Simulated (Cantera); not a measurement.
Input (Python, Cantera):

```python
import numpy as np
import cantera as ct

gas = ct.Solution("gri30.yaml")
gas.TPX = 550, 960000, {'CH4': 1, 'C2H6': 1, 'C3H8': 0.87, 'O2': 14.3, 'N2': 53.7, 'H2O': 13}
flame = ct.FreeFlame(gas, width=0.0082)
flame.set_refine_criteria(ratio=3, slope=0.08, curve=0.16)
flame.transport_model = "mixture-averaged"
flame.solve(loglevel=0, auto=True)
z, T = flame.grid, flame.T
thick = (T[-1] - T[0]) / np.gradient(T, z).max()
show = ['CH4', 'C2H6', 'C3H8', 'NO2', 'C2H', 'OH']
print(f"laminar burning velocity  {flame.velocity[0] * 100:.3f} cm/s")
print(f"burnt temperature         {T[-1]:.1f} K")
print(f"thermal thickness         {thick * 1e3:.4f} mm")
print(f"grid points               {len(z)}")
z0 = z[flame.heat_release_rate.argmax()]
print(f"{'z/mm':>9s}{'T/K':>9s}{'u/(m/s)':>9s}" + "".join(f"{s:>11s}" for s in show))
rows = []
for k in (-3, -2, -1.5, -1, -0.5, -0.25, 0, 0.25, 0.5, 1, 2, 4, 8):
    zz = z0 + k * thick
    rows.append([k * thick, np.interp(zz, z, T), np.interp(zz, z, flame.velocity),
                 *(np.interp(zz, z, flame.X[gas.species_index(s)]) for s in show)])
    print(f"{rows[-1][0] * 1e3:9.3f}{rows[-1][1]:9.1f}{rows[-1][2]:9.3f}" + "".join(f"{x:11.3e}" for x in rows[-1][3:]))
```

Output:

```
laminar burning velocity  15.589 cm/s
burnt temperature         1810.3 K
thermal thickness         0.1575 mm
grid points               137
     z/mm      T/K  u/(m/s)        CH4       C2H6       C3H8        NO2        C2H         OH
   -0.473    552.1    0.157  1.189e-02  1.191e-02  1.037e-02  3.205e-10  1.714e-26  1.091e-14
   -0.315    562.8    0.160  1.175e-02  1.187e-02  1.035e-02  2.443e-09  2.443e-24  2.074e-13
   -0.236    591.5    0.168  1.142e-02  1.172e-02  1.029e-02  9.307e-09  2.784e-22  2.564e-12
   -0.158    697.6    0.199  1.028e-02  1.093e-02  9.886e-03  4.004e-08  1.055e-18  1.910e-10
   -0.079   1025.8    0.296  6.910e-03  7.039e-03  6.852e-03  1.344e-07  3.447e-13  2.631e-07
   -0.039   1310.5    0.381  3.913e-03  2.639e-03  2.481e-03  1.166e-07  3.216e-10  2.113e-05
    0.000   1593.7    0.465  8.698e-04  8.188e-05  4.464e-05  2.530e-08  2.201e-08  4.050e-04
    0.039   1725.2    0.500  3.818e-05  5.990e-08  7.662e-09  1.033e-08  1.364e-08  1.203e-03
    0.079   1771.6    0.512  1.124e-06  4.147e-11  6.543e-13  1.002e-08  1.023e-09  1.245e-03
    0.158   1799.5    0.519  3.680e-09  1.070e-15  2.495e-19  8.625e-09  1.690e-11  8.894e-04
    0.315   1808.7    0.521  2.169e-11  4.794e-20  1.861e-27  5.306e-09  5.475e-13  5.630e-04
    0.630   1810.2    0.522  3.343e-12  1.017e-21  7.861e-31  4.400e-09  7.565e-14  4.719e-04
    1.260   1810.3    0.522  7.111e-13  7.727e-23  3.354e-32  4.785e-09  1.467e-14  4.675e-04
```

Cantera simulation using GRI-Mech 3.0 (53 species, 325 reactions); the numbers are that mechanism's predictions, not measurements. GRI-Mech 3.0 was tuned for natural gas; its chemistry of propane as a main component is partial and can be far from experiment. Burning velocities carry a grid error of a few per cent, more on coarse grids.
